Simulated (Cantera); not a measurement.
Source: NASA polynomial tables (part measured, part estimated), evaluated in Cantera. Values are per mole of reaction as written; species without (g) are pure solids or liquids, kept so even where they would boil at 1 bar.

Task: Between 375 and 675 K, where is each reaction favourable under standard conditions?
- 2 Cu2O + 2 HF(g) → 3 Cu + H2O2(g) + CuF2(g)

Result: 
- 2 Cu2O + 2 HF(g) → 3 Cu + H2O2(g) + CuF2(g): ΔG° is 458 kJ at 375 K and 440 kJ at 675 K; it stays positive (K < 1). ΔH° is 476 kJ and ΔS° 53 J/K at 675 K.
